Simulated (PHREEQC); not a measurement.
Dissolve 6.5 mmol/kgw CdSO4 and 0.034 mmol/kgw MnSO4 at 25 °C. Closed to the air; pH follows from the charge balance.

Equilibrium calculation in PHREEQC: ion-association model, wateq4f.dat.

This is a speciation only: nothing precipitates in the calculation.

Task: Order these Cd species by the share of Cd that they hold, largest first: CdSO4, Cd(SO4)2-2, Cd+2.

Result: Cd+2 (68 %), CdSO4 (30 %), Cd(SO4)2-2 (1.5 %)

Task: Order these S species by the share of S that they hold, largest first: Cd(SO4)2-2, MnSO4, SO4-2, CdSO4.

Result: SO4-2 (67 %), CdSO4 (30 %), Cd(SO4)2-2 (2.9 %), MnSO4 (0.11 %)

The pH is 6.36 and the ionic strength 0.0179 mol/kgw.
